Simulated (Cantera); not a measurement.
Charge: 1 mol Si3N4, a varied amount of CO2, 6.3 mol N2, at 1823.15 K and 1 atm.

Cantera equilibrium calculation (NASA polynomials, part measured and part estimated; ideal gas, pure solids and liquids). Candidate condensed phases: C, Si, SiC, SiO2, Si2N2O, Si3N4; 34 gas species. Mutual solubility and eutectic melting of coexisting phases are not modelled. The tables hold silica as quartz up to 1696 K and as liquid above; real silica turns to tridymite and cristobalite and melts near 1996 K. Rates play no part.

Q: Which condensed phases are stable at each of these points (n(CO2) (mol)): 0.11, 0.16, 0.22, 0.31, 0.43, 0.6, 0.83, 1.2, 1.6?

A: 
```tsv
n(CO2) (mol)	condensed phases	Si condensed (%)
0.11	SiC(s) + Si2N2O(s) + Si3N4(s)	100.0
0.16	SiC(s) + Si2N2O(s) + Si3N4(s)	100.0
0.22	SiC(s) + Si2N2O(s) + Si3N4(s)	100.0
0.31	SiC(s) + Si2N2O(s) + Si3N4(s)	100.0
0.43	SiC(s) + Si2N2O(s) + Si3N4(s)	100.0
0.6	SiC(s) + Si2N2O(s) + Si3N4(s)	100.0
0.83	C(graphite) + SiC(s) + Si2N2O(s)	99.9
1.2	C(graphite) + Si2N2O(s)	99.9
1.6	SiO2(condensed) + Si2N2O(s)	99.2
```

From 0.11 mol CO2 to 0.6 mol CO2 the condensed part is SiC(s) + Si2N2O(s) + Si3N4(s). At 0.83 mol CO2 the condensed part is C(graphite) + SiC(s) + Si2N2O(s). At 1.2 mol CO2 the condensed part is C(graphite) + Si2N2O(s). At 1.6 mol CO2 the condensed part is SiO2(condensed) + Si2N2O(s).
